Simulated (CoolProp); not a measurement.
Properties of n-perfluorohexane along the isobar 568 kPa (Tc = 448.0 K, pc = 1742 kPa, ω = 0.497).

Values from CoolProp's reference Helmholtz-energy equation of state, Gao 2022.

```json
[
 {"T (K)": "202.5", "phase": "liquid", "cp (kJ/(kg K))": "0.8994", "isothermal compressibility (1/MPa)": "0.001119"},
 {"T (K)": "208.2", "phase": "liquid", "cp (kJ/(kg K))": "0.9075", "isothermal compressibility (1/MPa)": "0.001169"},
 {"T (K)": "213.8", "phase": "liquid", "cp (kJ/(kg K))": "0.9157", "isothermal compressibility (1/MPa)": "0.001220"},
 {"T (K)": "219.5", "phase": "liquid", "cp (kJ/(kg K))": "0.9241", "isothermal compressibility (1/MPa)": "0.001276"},
 {"T (K)": "225.1", "phase": "liquid", "cp (kJ/(kg K))": "0.9326", "isothermal compressibility (1/MPa)": "0.001334"},
 {"T (K)": "230.8", "phase": "liquid", "cp (kJ/(kg K))": "0.9413", "isothermal compressibility (1/MPa)": "0.001398"},
 {"T (K)": "236.4", "phase": "liquid", "cp (kJ/(kg K))": "0.9499", "isothermal compressibility (1/MPa)": "0.001466"},
 {"T (K)": "242.1", "phase": "liquid", "cp (kJ/(kg K))": "0.9588", "isothermal compressibility (1/MPa)": "0.001539"},
 {"T (K)": "247.7", "phase": "liquid", "cp (kJ/(kg K))": "0.9675", "isothermal compressibility (1/MPa)": "0.001617"},
 {"T (K)": "253.4", "phase": "liquid", "cp (kJ/(kg K))": "0.9764", "isothermal compressibility (1/MPa)": "0.001703"},
 {"T (K)": "259", "phase": "liquid", "cp (kJ/(kg K))": "0.9851", "isothermal compressibility (1/MPa)": "0.001794"},
 {"T (K)": "264.7", "phase": "liquid", "cp (kJ/(kg K))": "0.9940", "isothermal compressibility (1/MPa)": "0.001895"},
 {"T (K)": "270.3", "phase": "liquid", "cp (kJ/(kg K))": "1.003", "isothermal compressibility (1/MPa)": "0.002003"},
 {"T (K)": "276", "phase": "liquid", "cp (kJ/(kg K))": "1.012", "isothermal compressibility (1/MPa)": "0.002123"},
 {"T (K)": "281.6", "phase": "liquid", "cp (kJ/(kg K))": "1.020", "isothermal compressibility (1/MPa)": "0.002253"}
]
```
